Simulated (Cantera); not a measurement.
Charge: 1 mol SiH2Cl2, a varied amount of N2, held at 552 °C and 0.750 bar.

Cantera equilibrium calculation (NASA polynomials, part measured and part estimated; ideal gas, pure solids and liquids). Candidate condensed phases: NH4Cl, Si, Si3N4; 28 gas species. N2 is the only nitrogen source here; it is nearly inert below about 1500 K, so the nitride shown seldom forms there in practice. Equilibrium is a limit: real reactors are often held back by kinetics, nucleation or transport.

### Question
What share of the Si ends up in condensed phases as a function of n(N2) (mol), at 7.6, 10, 14, 18, 24, 33, 44, 59, 79, 110, 140, 190, 250?

### Answer
| n(N2) (mol) | Si condensed (%) | as |
|---|---|---|
| 7.6 | 73.9 | Si3N4(s) |
| 10 | 74.8 | Si3N4(s) |
| 14 | 76.0 | Si3N4(s) |
| 18 | 76.9 | Si3N4(s) |
| 24 | 78.0 | Si3N4(s) |
| 33 | 79.1 | Si3N4(s) |
| 44 | 80.1 | Si3N4(s) |
| 59 | 81.2 | Si3N4(s) |
| 79 | 82.2 | Si3N4(s) |
| 110 | 83.3 | Si3N4(s) |
| 140 | 84.1 | Si3N4(s) |
| 190 | 85.1 | Si3N4(s) |
| 250 | 85.9 | Si3N4(s) |
